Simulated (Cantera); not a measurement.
Charge: 1 mol Fe2O3, 0.18 mol O2, 4.9 mol N2, at 1500 K and 0.340 bar.

Cantera equilibrium calculation (NASA polynomials, part measured and part estimated; ideal gas, pure solids and liquids). Candidate condensed phases: Fe, FeO, Fe2O3, Fe3O4; 11 gas species. The numbers say what is thermodynamically allowed, not how fast it happens.

Base state: N2 0.964, O2 0.0352, NO 0.000554 (mole fractions); condensed: Fe2O3(s).

Question: What changes in the equilibrium state with this change: Fe2O3 replaced by FeS?

Answer: 
```
species        before     after
-------------  ------  --------
N2              0.964     0.972
SO2                 0    0.0158
S2                  0    0.0113
O2             0.0352     <1e-9
SO                  0  0.000461
S2O                 0  0.000167
Fe2O3(s), mol    1.00         0
FeO(s), mol         0     0.198
FeS(l), mol         0     0.802
```
Metal and sulfide melt together well below either melting point, which pure phases cannot show. Mutual solubility and eutectic melting of coexisting phases are not modelled. The tables' stoichiometric FeO is somewhat more stable than real wüstite, so its field is too wide. FeO, FeS: taken at fixed stoichiometry. Further candidate phases: FeS, FeSO4, FeS2, Fe2(SO4)3, S.
